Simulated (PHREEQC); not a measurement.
2.3 g of hydrous ferric oxide (600 m²/g; 0.2 weak and 0.005 strong sites per Fe, Dzombak-Morel constants, diffuse double layer) in 1 kg of water with 0.05 mol/kgw of an inert sodium salt and 0.07 mmol/kgw MnCl2, at 25 °C; the pH is set by adding NaOH or the inert anion's acid. No oxygen is let in. CO2 from the air is kept out. No solid was allowed to form.

The series has 13 steps of pH, from 4 to 10.

Equilibrium calculation in PHREEQC: ion-association model, wateq4f.dat.

### Question
Near which pH is half of the Mn sorbed, and on which side is more sorbed?

### Answer
Near pH 6.3, with more sorbed at higher pH.

Species that the database lacks are ignored.
